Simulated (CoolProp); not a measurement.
Vapour-liquid equilibrium of ethane (1) + n-perfluorobutane (2) at 210.1 K; x and y are mole fractions of (1).

Computed with CoolProp (multi-fluid Helmholtz-energy mixture model, Bücker 2006 and Gao 2022; pair parameters Bell 2016).

```json
[
 {"x": "0.05", "bubble pressure (MPa)": "0.05163", "y at the bubble point": "0.934", "dew pressure at overall composition x (MPa)": "0.003644", "liquid density (mol/L)": "7.817"},
 {"x": "0.15", "bubble pressure (MPa)": "0.1394", "y at the bubble point": "0.977", "dew pressure at overall composition x (MPa)": "0.004073", "liquid density (mol/L)": "8.310"},
 {"x": "0.25", "bubble pressure (MPa)": "0.2022", "y at the bubble point": "0.985", "dew pressure at overall composition x (MPa)": "0.004616", "liquid density (mol/L)": "8.858"},
 {"x": "0.35", "bubble pressure (MPa)": "0.2384", "y at the bubble point": "0.987", "dew pressure at overall composition x (MPa)": "0.005325", "liquid density (mol/L)": "9.474"},
 {"x": "0.45", "bubble pressure (MPa)": "0.2557", "y at the bubble point": "0.989", "dew pressure at overall composition x (MPa)": "0.006291", "liquid density (mol/L)": "10.17"},
 {"x": "0.55", "bubble pressure (MPa)": "0.2638", "y at the bubble point": "0.989", "dew pressure at overall composition x (MPa)": "0.007685", "liquid density (mol/L)": "10.97"},
 {"x": "0.65", "bubble pressure (MPa)": "0.2699", "y at the bubble point": "0.990", "dew pressure at overall composition x (MPa)": "0.009872", "liquid density (mol/L)": "11.91"},
 {"x": "0.75", "bubble pressure (MPa)": "0.2793", "y at the bubble point": "0.991", "dew pressure at overall composition x (MPa)": "0.01380", "liquid density (mol/L)": "13.01"},
 {"x": "0.85", "bubble pressure (MPa)": "0.2950", "y at the bubble point": "0.993", "dew pressure at overall composition x (MPa)": "0.02291", "liquid density (mol/L)": "14.35"},
 {"x": "0.95", "bubble pressure (MPa)": "0.3193", "y at the bubble point": "0.997", "dew pressure at overall composition x (MPa)": "0.06747", "liquid density (mol/L)": "15.99"}
]
```

No azeotrope shows between x = 0.05 and 0.95.

Pair parameters are fitted to limited data, so mixtures are less certain than the pure fluids. With so large a gap from Raoult's law the liquid may split in two, which this calculation doesn't test in full.
